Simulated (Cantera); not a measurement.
## Stirred combustor or abatement burner

A perfectly stirred reactor is fed with CH₄ : H₂ : O₂ : N₂ : CO₂ = 1 : 0.27 : 1.64 : 14 : 0.81 (molar parts), at 12.0 bar; it is adiabatic with a 600 K inlet, and is followed from long to short residence time, starting on the burning branch (τ in s: 0.026, 0.012, 0.0051, 0.0022, 0.00099, 0.00044, 0.00019, 8.4e-05, 3.7e-05, 1.6e-05, 7.2e-06).

Computed with Cantera and GRI-Mech 3.0 (53 species, 325 reactions). The pressure lies above the range GRI-Mech 3.0 was tuned for (to about 10 atm).

| τ (s) | T (K) | x CH₄ | x H₂ | x O₂ | x N₂O | x HCO |
|---|---|---|---|---|---|---|
| 0.026 | 1526 | 0.00516 | 0.0121 | 0.00397 | 6.12e-8 | 1.42e-8 |
| 0.012 | 1497 | 0.00593 | 0.0127 | 0.00651 | 1.08e-7 | 3.31e-8 |
| 0.0051 | 1415 | 0.00874 | 0.0141 | 0.0139 | 1.81e-7 | 9.41e-8 |
| 0.0022 | 600 | 0.0564 | 0.0152 | 0.0926 | <1e-12 | <1e-12 |
| 0.00099 | 600 | 0.0564 | 0.0152 | 0.0926 | <1e-12 | <1e-12 |
| 0.00044 | 600 | 0.0564 | 0.0152 | 0.0926 | <1e-12 | <1e-12 |
| 0.00019 | 600 | 0.0564 | 0.0152 | 0.0926 | <1e-12 | <1e-12 |
| 8.4e-5 | 600 | 0.0564 | 0.0152 | 0.0926 | <1e-12 | <1e-12 |
| 3.7e-5 | 600 | 0.0564 | 0.0152 | 0.0926 | <1e-12 | <1e-12 |
| 1.6e-5 | 600 | 0.0564 | 0.0152 | 0.0926 | <1e-12 | <1e-12 |
| 7.2e-6 | 600 | 0.0564 | 0.0152 | 0.0926 | <1e-12 | <1e-12 |
x: mole fraction; the columns are a selection and need not sum to one.
